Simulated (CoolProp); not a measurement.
A single-stage vapour-compression cycle with the fluid: evaporating at 311.15 K (dew point), condensing at 345.15 K (bubble point), superheat 0 K, subcooling 2 K, compressor efficiency 0.9, no pressure losses. The same conditions are run with several fluids, on thermodynamics alone (safety and materials aside).

The numbers come from the reference Helmholtz-energy equation of state of each fluid (propyne: Polt 1992; cis-2-butene: Lemmon 2005; chloromethane (R40): Thol 2014; isohexane: Lemmon 2006; R1336mzz(Z): McLinden 2020; R227EA: Lemmon 2016) in CoolProp. The equations of Platzer and Polt are older, rougher fits.

```
fluid                cooling COP  pressure ratio  discharge temperature (K)  refrigerating effect (kJ/kg)  volumetric capacity (kJ/m³)
-------------------  -----------  --------------  -------------------------  ----------------------------  ---------------------------
propyne                     6.99            2.27                          …                           361                            …
cis-2-butene                7.15            2.43                          …                           301                            …
chloromethane (R40)         7.12            2.25                      371.1                           302                         5650
isohexane                   7.17               …                      345.1                             …                          424
R1336mzz(Z)                 6.98               …                      345.2                           121                          975
R227EA                      5.71            2.34                      345.1                          62.3                         3320
```

Task: Fill in the missing entries.

Result: 
- propyne, discharge temperature (K): 356.5
- propyne, volumetric capacity (kJ/m³): 5430
- cis-2-butene, discharge temperature (K): 346.8
- cis-2-butene, volumetric capacity (kJ/m³): 2280
- isohexane, pressure ratio: 3.09
- isohexane, refrigerating effect (kJ/kg): 262
- R1336mzz(Z), pressure ratio: 2.90

The compression ends wet for: isohexane; R1336mzz(Z); R227EA.
